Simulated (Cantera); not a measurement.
Charge: 1 mol V, 14 mol N₂, 90 mol H₂, held at 1550 K and 0.840 bar.

Cantera equilibrium calculation (NASA polynomials, part measured and part estimated; ideal gas, pure solids and liquids). Candidate condensed phases: V, VN; 11 gas species. VN: taken at fixed stoichiometry. Condensed phases not in the tables: V₂N. Equilibrium is a limit: real reactors are often held back by kinetics, nucleation or transport.

Base state: H₂ 0.870, N₂ 0.130, H 3.20e-5, NH₃ 1.32e-5 (mole fractions); condensed: VN(s).

### Question
What changes in the equilibrium state with this change: pressure from 0.840 bar to 1.60e-5 bar?

### Answer
```
species      before    after
----------  -------  -------
H₂            0.870    0.863
N₂            0.130    0.130
H           3.20e-5  0.00731
V             <1e-9  1.68e-5
NH₃         1.32e-5    <1e-9
VN(s), mol     1.00    0.998
```

### Question
What changes in the equilibrium state with this change: V replaced by Zr?

### Answer
```json
[
 {"species": "H₂", "before": "0.870", "after": "0.870"},
 {"species": "N₂", "before": "0.130", "after": "0.130"},
 {"species": "H", "before": "3.20e-5", "after": "3.20e-5"},
 {"species": "NH₃", "before": "1.32e-5", "after": "1.32e-5"},
 {"species": "VN(s), mol", "before": "1.00", "after": "0"},
 {"species": "ZrN(s), mol", "before": "0", "after": "1.00"}
]
```
ZrN: taken at fixed stoichiometry. Further candidate phases: Zr, ZrN.
